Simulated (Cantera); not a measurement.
A perfectly stirred reactor is fed with H2 : O2 : N2 = 0.14 : 1 : 0.39 (molar parts), equivalence ratio 0.070, at 2670 Pa; it is held at 900 K, and followed from long to short residence time.

Detailed kinetics in Cantera: the H2/O2 subset of GRI-Mech 3.0, which has no nitrogen chemistry. Radical loss at walls, strong at low pressure, is not modelled. Below about 950 K walls govern HO2 and H2O2 in real vessels. The temperature is held fixed by assumption; the heat of reaction is taken as removed at once.

Task: What does this change do: temperature 900 to 925 K?

Result: 
```json
[
 {"quantity": "x(H2) at τ = 15.0 s", "before": "0.000340", "after": "0.000252"},
 {"quantity": "x(O2) at τ = 15.0 s", "before": "0.637", "after": "0.637"},
 {"quantity": "x(O) at τ = 15.0 s", "before": "5.96e-5", "after": "6.82e-5"},
 {"quantity": "x(HO2) at τ = 15.0 s", "before": "3.52e-6", "after": "3.04e-6"},
 {"quantity": "x(H) at τ = 15.0 s", "before": "3.74e-6", "after": "4.05e-6"},
 {"quantity": "x(H2) at τ = 0.140 s", "before": "0.00448", "after": "0.00354"},
 {"quantity": "x(O2) at τ = 0.140 s", "before": "0.637", "after": "0.636"},
 {"quantity": "x(O) at τ = 0.140 s", "before": "0.000889", "after": "0.00108"},
 {"quantity": "x(HO2) at τ = 0.140 s", "before": "1.53e-5", "after": "1.38e-5"},
 {"quantity": "x(H) at τ = 0.140 s", "before": "0.000385", "after": "0.000419"}
]
```

Task: What does this change do: 0.15 parts H2O added?

Result: 
| quantity | before | after |
|---|---|---|
| x(H2) at τ = 15.0 s | 0.000340 | 0.000349 |
| x(O2) at τ = 15.0 s | 0.637 | 0.578 |
| x(O) at τ = 15.0 s | 5.96e-5 | 3.56e-5 |
| x(HO2) at τ = 15.0 s | 3.52e-6 | 4.31e-6 |
| x(H) at τ = 15.0 s | 3.74e-6 | 2.53e-6 |
| x(H2) at τ = 0.140 s | 0.00448 | 0.00499 |
| x(O2) at τ = 0.140 s | 0.637 | 0.578 |
| x(O) at τ = 0.140 s | 0.000889 | 0.000601 |
| x(HO2) at τ = 0.140 s | 1.53e-5 | 1.98e-5 |
| x(H) at τ = 0.140 s | 0.000385 | 0.000258 |
